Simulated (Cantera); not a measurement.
A jet of H2 : O2 : N2 = 0.035 : 0.13 : 0.79 (molar parts), equivalence ratio 0.13 at 300 K and 21.8 Torr hits a platinum plate 4.3 cm away at a mass flux of 0.17 kg/m²/s; the plate temperature is set and raised in steps from an oxygen-covered start.

Model: Deutschmann's 1995 Pt surface mechanism with GRI-Mech 3.0 gas chemistry, integrated in Cantera. Catalytic surfaces can have several steady states; this one follows from the mechanism file's or the stated starting coverage.

x: mole fraction at the wall; θ: surface coverage.

```
plate T (K)  wall x H2  wall x O2  wall x H2O  wall x OH  θ free Pt   θ O*  θ OH*
-----------  ---------  ---------  ----------  ---------  ---------  -----  -----
700            0.00782      0.105      0.0558      <1e-8      0.136  0.861    ___
750            0.00752      0.105      0.0561      <1e-8      0.149  0.849    ___
800            0.00674      0.104      0.0573      <1e-8      0.176  0.822    ___
850            0.00570      0.103      0.0590    2.26e-8      0.223  0.776    ___
900            0.00478      0.102      0.0605    7.39e-8      0.282  0.717    ___
950            0.00407      0.102      0.0616    2.09e-7      0.348  0.651    ___
1000           0.00355      0.101      0.0624    5.27e-7      0.417  0.582    ___
1050           0.00317      0.101      0.0629    1.21e-6      0.485  0.514    ___
```

### Question
What belongs in the gaps?

### Answer

- 700, θ OH*: 0.00277
- 750, θ OH*: 0.00210
- 800, θ OH*: 0.00170
- 850, θ OH*: 0.00146
- 900, θ OH*: 0.00127
- 950, θ OH*: 0.00111
- 1000, θ OH*: 0.000961
- 1050, θ OH*: 0.000827
